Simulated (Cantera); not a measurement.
# Thermodynamics of carbothermic reduction, feed Cu₂O + CH₄ + N₂ + C

Input: 1 mol Cu₂O, 0.66 mol CH₄, 4.2 mol N₂, 2.5 mol C, held at 0.000240 bar.

Method: chemical equilibrium by Gibbs-energy minimisation in Cantera with the NASA 1993 tables (ideal gas, pure condensed phases). Candidate condensed phases: C, C₆H₆, C₇H₈, C₈H₁₈, Cu, CuO, Cu(OH)₂, Cu₂O, H₂O; 139 gas species. Rates play no part.

| T (K) | x N₂ | x H | x Cu | x CO | x H₂ | x HCN | x CN | x C₃ | n C(graphite) |
|---|---|---|---|---|---|---|---|---|---|
| 2100 | 0.474 | 0.0676 | 0.227 | 0.113 | 0.113 | 0.00496 | 8.69e-5 | 1.20e-6 | 2.11 |
| 2175 | 0.466 | 0.0973 | 0.223 | 0.112 | 0.0954 | 0.00585 | 0.000203 | 6.03e-6 | 2.10 |
| 2250 | 0.457 | 0.131 | 0.219 | 0.110 | 0.0752 | 0.00654 | 0.000446 | 2.71e-5 | 2.09 |
| 2325 | 0.447 | 0.166 | 0.215 | 0.108 | 0.0548 | 0.00692 | 0.000931 | 0.000110 | 2.07 |
| 2400 | 0.439 | 0.197 | 0.211 | 0.106 | 0.0368 | 0.00694 | 0.00185 | 0.000409 | 2.05 |
| 2475 | 0.431 | 0.220 | 0.208 | 0.104 | 0.0230 | 0.00663 | 0.00354 | 0.00140 | 2.00 |
| 2550 | 0.423 | 0.236 | 0.205 | 0.102 | 0.0137 | 0.00609 | 0.00650 | 0.00444 | 1.87 |
x: gas mole fraction; n: condensed amount in mol.

From 2100 K to 2550 K the condensed part is C(graphite). The main Cu-bearing gas is Cu throughout.
